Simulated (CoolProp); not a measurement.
Vapour-liquid equilibrium of ethane (1) + n-pentane (2) at 237.8 K; x and y are mole fractions of (1).

Values from CoolProp's multi-fluid Helmholtz-energy mixture model, Bücker 2006 and Thol 2019; pair parameters Kunz 2012.

```csv
x,bubble pressure (MPa),y at the bubble point,dew pressure at overall composition x (MPa),liquid density (mol/L)
0.05,0.05077,0.929,0.003867,9.617
0.125,0.1210,0.971,0.004198,9.951
0.2,0.1904,0.983,0.004591,10.30
0.275,0.2586,0.988,0.005066,10.68
0.35,0.3254,0.991,0.005649,11.07
0.425,0.3909,0.993,0.006384,11.49
0.5,0.4551,0.994,0.007339,11.93
0.575,0.5185,0.996,0.008628,12.41
0.65,0.5815,0.996,0.01047,12.91
0.725,0.6450,0.997,0.01330,13.44
0.8,0.7098,0.998,0.01825,14.01
0.875,0.7775,0.999,0.02904,14.60
0.95,0.8501,0.999,0.07101,15.20
```

No azeotrope shows between x = 0.05 and 0.95.

The pair parameters rest on a limited set of measurements; away from them the model extrapolates. The gap from Raoult's law changes sign with composition, which may be real or a fault of the pair parameters; it wasn't checked against measurements.
